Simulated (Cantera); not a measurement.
Adiabatic ignition

An adiabatic, constant-volume homogeneous reactor starts with 4.17 % CH3OH, 14.5 % O2, 81.3 % N2, at 1025 K and 130000 Pa.

Computed with Cantera and GRI-Mech 3.0 (53 species, 325 reactions). GRI-Mech 3.0 was tuned for natural gas; its chemistry of methanol as a main component is partial and can be far from experiment.

```csv
t (s),T (K),P (bar),x CH3OH,x O2,x CH2,x N2O,x CH3
6.00e-6,1025,1.30,0.0417,0.145,<1e-12,<1e-12,1.55e-11
1.47e-5,1025,1.30,0.0417,0.145,<1e-12,<1e-12,3.69e-11
3.59e-5,1025,1.30,0.0417,0.145,<1e-12,<1e-12,8.43e-11
8.77e-5,1025,1.30,0.0417,0.145,<1e-12,<1e-12,1.76e-10
0.000214,1025,1.30,0.0417,0.145,<1e-12,<1e-12,3.02e-10
0.000524,1025,1.30,0.0417,0.145,<1e-12,<1e-12,3.87e-10
0.00128,1025,1.30,0.0417,0.145,<1e-12,<1e-12,3.99e-10
0.00313,1025,1.30,0.0417,0.145,<1e-12,<1e-12,3.98e-10
0.00766,1025,1.30,0.0417,0.145,<1e-12,<1e-12,3.97e-10
0.0187,1025,1.30,0.0417,0.145,<1e-12,<1e-12,3.93e-10
0.0458,1025,1.30,0.0417,0.145,<1e-12,4.82e-12,3.84e-10
0.112,1025,1.30,0.0417,0.145,<1e-12,3.01e-11,3.58e-10
0.274,1028,1.30,0.0407,0.145,<1e-12,5.33e-10,1.26e-10
0.669,1986,2.57,<1e-12,0.0807,<1e-12,4.08e-7,<1e-12
1.64,1982,2.57,<1e-12,0.0800,<1e-12,4.04e-7,<1e-12
4.00,1977,2.56,<1e-12,0.0792,<1e-12,4.00e-7,<1e-12
```
x: mole fraction; the columns are a selection and need not sum to one.

- time of steepest temperature rise = 0.299 s
- temperature at 4.00 s = 1977 K
- equilibrium temperature = 1975 K
- x(CH3OH) at 4.00 s = <1e-12 (gas-phase equilibrium <1e-12)
- x(O2) at 4.00 s = 0.0792 (gas-phase equilibrium 0.0788)
- x(CH2) at 4.00 s = <1e-12 (gas-phase equilibrium <1e-12)
